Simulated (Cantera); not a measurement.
What does this Cantera script print?

```python
import numpy as np
import cantera as ct

gas_names = [...]  # 109 gases of nasa_gas.yaml made of C, Cl, H, Si
cond_names = """
    C(gr) C6H6(L) C7H8(L) C8H18(L),n-octa Si(cr) Si(L) SiC(b)
""".split()


# ... load() reads the species with a 1 bar reference pressure and builds the phases ...
atoms = {
    'CH3SiCl3': {'C': 1, 'H': 3, 'Si': 1, 'CL': 3},
    'HCl': {'H': 1, 'CL': 1},
    'H2': {'H': 2},
}
top_T = {'C(gr)': 4500, 'SiC(b)': 3050}  # K; cautious upper limits of use, not melting points


# ... equilibrate(T, P, feed) seeds the gas with the atoms and calls Mixture.equilibrate('TP', solver="gibbs", rtol=1e-10, max_steps=50000) ...
results = []
feed = {'CH3SiCl3': 1, 'HCl': 2.6, 'H2': 11}  # mol
P = 1000  # Pa
for T in [1598, 1648, 1698, 1748, 1798, 1848, 1898, 1948, 1998, 2048, 2098, 2148, 2198, 2248]:
    mix = equilibrate(T, P, feed)
    results.append((T, P, feed, dict(zip(mix.species_names, mix.species_moles))))
    x = sorted(zip(gas.X, gas.species_names), reverse=True)
    print(f"T = {T:g} K  P = {P:g} Pa  gas = {mix.phase_moles(0):.4g} mol")
    print("   x: " + "  ".join(f"{s} {v:.3e}" for v, s in x if v > 1e-06))
    print("   condensed (mol): " + ("  ".join(f"{mix.phase(i).name} {mix.phase_moles(i):.4g}"
          for i in range(1, mix.n_phases) if mix.phase_moles(i) > 1e-12) or "none"))
```

Output:

```
T = 1598 K  P = 1000 Pa  gas = 16.6 mol
   x: H2 6.687e-01  HCL 3.247e-01  SiCL2 5.666e-03  H 4.353e-04  SiCL3 3.105e-04  CL 1.672e-04  SiCL4 4.212e-05  C2H2,acetylene 1.801e-05  SiHCL3 1.245e-05  CH4 7.361e-06  SiCL 1.292e-06
   condensed (mol): C(gr) 0.09944  SiC(b) 0.8998
T = 1648 K  P = 1000 Pa  gas = 16.61 mol
   x: H2 6.695e-01  HCL 3.224e-01  SiCL2 6.802e-03  H 7.286e-04  SiCL3 2.815e-04  CL 2.752e-04  C2H2,acetylene 2.994e-05  SiCL4 2.569e-05  SiHCL3 8.904e-06  CH4 6.003e-06  SiCL 2.899e-06
   condensed (mol): C(gr) 0.1172  SiC(b) 0.8817
T = 1698 K  P = 1000 Pa  gas = 16.61 mol
   x: H2 6.703e-01  HCL 3.197e-01  SiCL2 8.047e-03  H 1.184e-03  CL 4.392e-04  SiCL3 2.555e-04  C2H2,acetylene 4.830e-05  SiCL4 1.604e-05  SiHCL3 6.470e-06  SiCL 6.188e-06  CH4 4.958e-06
   condensed (mol): C(gr) 0.1367  SiC(b) 0.8616
T = 1748 K  P = 1000 Pa  gas = 16.62 mol
   x: H2 6.710e-01  HCL 3.167e-01  SiCL2 9.391e-03  H 1.872e-03  CL 6.816e-04  SiCL3 2.320e-04  C2H2,acetylene 7.576e-05  SiCL 1.262e-05  SiCL4 1.023e-05  SiHCL3 4.766e-06  CH4 4.141e-06  Si 2.744e-06
   condensed (mol): C(gr) 0.1579  SiC(b) 0.8395
T = 1798 K  P = 1000 Pa  gas = 16.63 mol
   x: H2 6.715e-01  HCL 3.134e-01  SiCL2 1.082e-02  H 2.885e-03  CL 1.031e-03  SiCL3 2.107e-04  C2H2,acetylene 1.158e-04  SiCL 2.466e-05  Si 7.361e-06  SiCL4 6.644e-06  SiHCL3 3.555e-06  CH4 3.493e-06
   condensed (mol): C(gr) 0.1803  SiC(b) 0.8158
T = 1848 K  P = 1000 Pa  gas = 16.65 mol
   x: H2 6.718e-01  HCL 3.096e-01  SiCL2 1.232e-02  H 4.346e-03  CL 1.522e-03  SiCL3 1.913e-04  C2H2,acetylene 1.730e-04  SiCL 4.636e-05  Si 1.871e-05  SiCL4 4.389e-06  CH4 2.973e-06  SiHCL3 2.680e-06  SiH 1.529e-06
   condensed (mol): C(gr) 0.2037  SiC(b) 0.7904
T = 1898 K  P = 1000 Pa  gas = 16.67 mol
   x: H2 6.716e-01  HCL 3.053e-01  SiCL2 1.387e-02  H 6.406e-03  CL 2.198e-03  C2H2,acetylene 2.527e-04  SiCL3 1.736e-04  SiCL 8.408e-05  Si 4.526e-05  SiH 3.236e-06  SiCL4 2.942e-06  CH4 2.550e-06  SiHCL3 2.039e-06  SiH2 1.425e-06  SiC2 1.133e-06
   condensed (mol): C(gr) 0.228  SiC(b) 0.7635
T = 1948 K  P = 1000 Pa  gas = 16.7 mol
   x: H2 6.708e-01  HCL 3.006e-01  SiCL2 1.545e-02  H 9.255e-03  CL 3.109e-03  C2H2,acetylene 3.615e-04  SiCL3 1.573e-04  SiCL 1.475e-04  Si 1.045e-04  SiH 6.583e-06  SiC2 3.372e-06  SiH2 2.366e-06  Si2C 2.286e-06  CH4 2.202e-06  SiCL4 1.997e-06  SiHCL3 1.563e-06
   condensed (mol): C(gr) 0.2529  SiC(b) 0.7348
T = 1998 K  P = 1000 Pa  gas = 16.75 mol
   x: H2 6.691e-01  HCL 2.953e-01  SiCL2 1.702e-02  H 1.312e-02  CL 4.314e-03  C2H2,acetylene 5.072e-04  SiCL 2.508e-04  Si 2.315e-04  SiCL3 1.422e-04  SiH 1.291e-05  SiC2 9.493e-06  Si2C 6.292e-06  SiH2 3.823e-06  CH4 1.910e-06  SiCL4 1.369e-06  SiHCL3 1.205e-06
   condensed (mol): C(gr) 0.2788  SiC(b) 0.7037
T = 2048 K  P = 1000 Pa  gas = 16.81 mol
   x: H2 6.662e-01  HCL 2.892e-01  SiCL2 1.856e-02  H 1.828e-02  CL 5.875e-03  C2H2,acetylene 6.985e-04  Si 4.927e-04  SiCL 4.141e-04  SiCL3 1.281e-04  SiC2 2.537e-05  SiH 2.444e-05  Si2C 1.646e-05  SiH2 6.021e-06  CH4 1.664e-06  C2HCL 1.418e-06
   condensed (mol): C(gr) 0.3062  SiC(b) 0.669
T = 2098 K  P = 1000 Pa  gas = 16.9 mol
   x: H2 6.618e-01  HCL 2.824e-01  H 2.503e-02  SiCL2 2.002e-02  CL 7.863e-03  Si 1.011e-03  C2H2,acetylene 9.445e-04  SiCL 6.653e-04  SiCL3 1.150e-04  SiC2 6.463e-05  SiH 4.483e-05  Si2C 4.106e-05  SiH2 9.254e-06  C2HCL 2.122e-06  CH4 1.452e-06  CH3 1.071e-06  Si2 1.016e-06
   condensed (mol): C(gr) 0.3371  SiC(b) 0.6279
T = 2148 K  P = 1000 Pa  gas = 17.02 mol
   x: H2 6.552e-01  HCL 2.746e-01  H 3.374e-02  SiCL2 2.135e-02  CL 1.035e-02  Si 2.007e-03  C2H2,acetylene 1.255e-03  SiCL 1.041e-03  SiC2 1.574e-04  SiCL3 1.026e-04  Si2C 9.805e-05  SiH 7.973e-05  SiH2 1.389e-05  C2HCL 3.099e-06  Si2 2.640e-06  C2H 1.929e-06  CH4 1.266e-06  CH3 1.261e-06
   condensed (mol): C(gr) 0.3748  SiC(b) 0.5752
T = 2198 K  P = 1000 Pa  gas = 17.19 mol
   x: H2 6.459e-01  HCL 2.655e-01  H 4.475e-02  SiCL2 2.250e-02  CL 1.339e-02  Si 3.857e-03  C2H2,acetylene 1.637e-03  SiCL 1.588e-03  SiC2 3.679e-04  Si2C 2.247e-04  SiH 1.377e-04  SiCL3 9.086e-05  SiH2 2.035e-05  Si2 6.562e-06  C2HCL 4.417e-06  C2H 3.907e-06  C4H2 1.690e-06  CH3 1.463e-06  CH4 1.102e-06
   condensed (mol): C(gr) 0.4258  SiC(b) 0.501
T = 2248 K  P = 1000 Pa  gas = 17.43 mol
   x: H2 6.329e-01  HCL 2.549e-01  H 5.845e-02  SiCL2 2.340e-02  CL 1.704e-02  Si 7.199e-03  SiCL 2.364e-03  C2H2,acetylene 2.097e-03  SiC2 8.268e-04  Si2C 4.959e-04  SiH 2.313e-04  SiCL3 7.957e-05  SiH2 2.911e-05  Si2 1.565e-05  C2H 7.641e-06  C2HCL 6.142e-06  C4H2 2.836e-06  CH3 1.668e-06
   condensed (mol): C(gr) 0.5013  SiC(b) 0.3874
```

Cantera equilibrium calculation (NASA polynomials, part measured and part estimated; ideal gas, pure solids and liquids). The feed counts by its element totals alone. The tables' values for SiCl, SiCl3 are old estimates; treat these amounts as uncertain. Gases not in the tables: Si2H6 and higher silanes.
